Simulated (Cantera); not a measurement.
A freely propagating, adiabatic, planar premixed flame of 33.3 % H2, 17.1 % O2, 49.6 % N2, unburnt at 350 K and 41000 Pa; multicomponent transport, grid criteria slope 0.08 and curve 0.16, no radiation.

Cantera simulation using the H2/O2 subset of GRI-Mech 3.0, which has no nitrogen chemistry; the numbers are that mechanism's predictions, not measurements. Burning velocities carry a grid error of a few per cent, more on coarse grids.

x: mole fraction of selected species; z is measured from the peak of heat release.

```tsv
z (mm)	T (K)	u (m/s)	x H2	x O2	x O	x HO2	x OH	x H
-3.38	350	3.48	0.333	0.171	<1e-8	<1e-8	<1e-8	<1e-8
-2.25	350	3.48	0.333	0.171	<1e-8	<1e-8	<1e-8	<1e-8
-1.69	350	3.48	0.333	0.171	<1e-8	<1e-8	<1e-8	<1e-8
-1.13	350	3.48	0.333	0.171	<1e-8	<1e-8	<1e-8	<1e-8
-0.564	354	3.52	0.331	0.172	4.67e-7	___	3.05e-6	1.39e-6
-0.282	605	5.85	0.298	0.168	0.000161	___	0.00118	0.00447
0	1127	10.4	0.174	0.125	0.00584	___	0.00328	0.0432
0.282	1466	13.4	0.0702	0.0574	0.0148	___	0.0106	0.0714
0.564	1620	14.7	0.0529	0.0408	0.0162	___	0.0147	0.0674
1.13	1781	16.0	0.0518	0.0356	0.0150	___	0.0183	0.0543
2.25	1957	17.4	0.0503	0.0313	0.0125	___	0.0211	0.0400
4.51	2128	18.6	0.0462	0.0269	0.00955	___	0.0226	0.0275
9.02	2286	19.8	0.0399	0.0226	0.00668	___	0.0222	0.0175
```

Question: Some entries are withheld; supply them.

Answer: 
- -0.564, x HO2: 3.20e-5
- -0.282, x HO2: 0.000198
- 0, x HO2: 5.90e-5
- 0.282, x HO2: 2.34e-5
- 0.564, x HO2: 1.44e-5
- 1.13, x HO2: 1.03e-5
- 2.25, x HO2: 7.22e-6
- 4.51, x HO2: 4.94e-6
- 9.02, x HO2: 3.58e-6
